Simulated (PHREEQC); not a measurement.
Dissolve 1.9e-06 mol/kgw Na2SiF6, 1.7e-06 mol/kgw Ba(OH)2 and 0.00099 mol/kgw SrCl2 at 17 °C. Closed to the air; pH follows from the charge balance.

The numbers come from PHREEQC with the ion-association model, wateq4f.dat.

Q: The ionic strength comes out as 0.00298 mol/kgw. What activity coefficients do F-, Ba+2, Sr+2, Na+, H+ get?

A: F- 0.94, Ba+2 0.79, Sr+2 0.79, Na+ 0.94, H+ 0.95.

Precipitation was switched off in this run. SiF6-2 is the database's only silicon fluoride.
